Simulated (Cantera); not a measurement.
What does this Cantera script print?

```python
import numpy as np
import cantera as ct

gas = ct.Solution("gri30.yaml")
gas.TPX = 2125, 1333, {'NO': 1, 'N2': 21}
reactor = ct.IdealGasConstPressureReactor(gas, energy="off", clone=False)
net = ct.ReactorNet([reactor])
net.rtol, net.atol = 1e-08, 1e-18
show = ['NO', 'O2', 'O', 'N2O', 'N2']
times = np.geomspace(5e-05, 3, 10)

steps = ct.SolutionArray(gas, extra=["t"])
rows = []
print(f"{'t/s':>10s}{'T/K':>9s}{'P/Pa':>11s}" + "".join(f"{s:>11s}" for s in show))
for t in times:
    while net.time < t:
        t_next = net.step()
        steps.append(gas.state, t=t_next)
    rows.append([np.interp(t, steps.t, y) for y in (steps.T, steps.P, *steps(*show).X.T)])
    print(f"{t:10.3e}{rows[-1][0]:9.1f}{rows[-1][1]:11.4g}" + "".join(f"{x:11.3e}" for x in rows[-1][2:]))
rate = np.gradient(steps.T, steps.t)
print("integrator steps:", len(steps.t))
if steps.T.max() > steps.T[0] + 200:
    print(f"time of steepest temperature rise: {steps.t[rate.argmax()]:.4e} s")
gas.TPX = 2125, 1333, {'NO': 1, 'N2': 21}
gas.equilibrate("TP")
print(f"equilibrium (TP): T = {gas.T:.1f} K  " + "  ".join(f"{s} {gas[s].X[0]:.3e}" for s in show))
```

Output:

```
       t/s      T/K       P/Pa         NO         O2          O        N2O         N2
 5.000e-05   2125.0       1333  4.545e-02  1.525e-13  3.766e-09  3.752e-09  9.545e-01
 1.698e-04   2125.0       1333  4.545e-02  1.768e-12  1.284e-08  1.269e-08  9.545e-01
 5.765e-04   2125.0       1333  4.545e-02  2.057e-11  4.422e-08  4.245e-08  9.545e-01
 1.957e-03   2125.0       1333  4.545e-02  2.438e-10  1.570e-07  1.373e-07  9.545e-01
 6.646e-03   2125.0       1333  4.545e-02  3.069e-09  6.016e-07  3.973e-07  9.545e-01
 2.257e-02   2125.0       1333  4.545e-02  4.276e-08  2.551e-06  8.392e-07  9.545e-01
 7.663e-02   2125.0       1333  4.544e-02  6.095e-07  1.046e-05  1.040e-06  9.545e-01
 2.602e-01   2125.0       1333  4.540e-02  7.816e-06  3.784e-05  1.036e-06  9.546e-01
 8.835e-01   2125.0       1333  4.514e-02  9.215e-05  1.294e-04  1.003e-06  9.546e-01
 3.000e+00   2125.0       1333  4.299e-02  1.014e-03  4.270e-04  8.549e-07  9.556e-01
integrator steps: 289
equilibrium (TP): T = 2125.0 K  NO 3.635e-03  O2 1.987e-02  O 2.028e-03  N2O 2.604e-08  N2 9.745e-01
```

Cantera simulation using GRI-Mech 3.0 (53 species, 325 reactions); the numbers are that mechanism's predictions, not measurements. Radical loss at walls, strong at low pressure, is not modelled.
